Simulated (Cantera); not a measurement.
Input (Python, Cantera):

```python
import numpy as np
import cantera as ct

surf = ct.Interface("diamond.yaml", "diamond_100")
gas, bulk = surf.adjacent["gas"], surf.adjacent["diamond"]
k = surf.kinetics_species_index(bulk.species_names[0])
cover = ["c6HH", "c6H*", "c6*H", "c6**", "c6HM", "c6B"]

rows, drift = [], 0.0
print(f"{'T':>10s}{'um/h':>11s}" + "".join(f"{s:>11s}" for s in cover))
for v in [900, 950, 1000, 1050, 1100, 1150, 1200, 1250, 1300, 1350, 1400]:
    T, P, xH, xCH3 = v, 21000, 0.0005, 0.00085
    gas.TPX = T, P, {"H": xH, "CH3": xCH3, "CH4": 0.013, "H2": 1 - xH - xCH3 - 0.013}
    surf.TP = bulk.TP = T, P
    surf.coverages = "c6H*:0.1, c6HH:0.9"
    surf.advance_coverages(100.0)
    before = surf.coverages
    surf.advance_coverages(100.0)
    drift = max(drift, np.max(np.abs(surf.coverages - before) / (surf.coverages + 1e-9)))
    rate = surf.net_production_rates[k] * bulk.mean_molecular_weight / bulk.density * 3.6e9
    rows.append([rate, *surf[cover].coverages])
    print(f"{v:10.4g}{rate:11.4e}" + "".join(f"{x:11.3e}" for x in rows[-1][1:]))
```

Output:

```
         T       um/h       c6HH       c6H*       c6*H       c6**       c6HM        c6B
       900 1.9123e+01  2.727e-01  3.973e-03  1.111e-01  1.126e-03  4.916e-01  5.189e-08
       950 2.7605e+01  2.897e-01  6.050e-03  1.435e-01  1.893e-03  4.289e-01  7.491e-08
      1000 3.6867e+01  3.092e-01  8.882e-03  1.817e-01  3.018e-03  3.631e-01  1.000e-07
      1050 4.3933e+01  3.396e-01  1.295e-02  2.316e-01  4.692e-03  2.850e-01  1.192e-07
      1100 4.3366e+01  3.850e-01  1.888e-02  2.989e-01  7.164e-03  1.898e-01  1.177e-07
      1150 3.3736e+01  4.299e-01  2.619e-02  3.711e-01  1.022e-02  9.880e-02  9.154e-08
      1200 2.2680e+01  4.539e-01  3.306e-02  4.229e-01  1.302e-02  4.146e-02  6.154e-08
      1250 1.5867e+01  4.603e-01  3.858e-02  4.494e-01  1.511e-02  1.564e-02  4.306e-08
      1300 1.2678e+01  4.611e-01  4.299e-02  4.592e-01  1.658e-02  5.758e-03  3.440e-08
      1350 1.0753e+01  4.632e-01  4.665e-02  4.599e-01  1.766e-02  2.140e-03  2.918e-08
      1400 8.2956e+00  4.688e-01  4.974e-02  4.552e-01  1.846e-02  8.111e-04  2.251e-08
```

Cantera simulation using the Harris–Goodwin 1993 mechanism for the reconstructed diamond (100) surface; the numbers are that mechanism's predictions, not measurements.
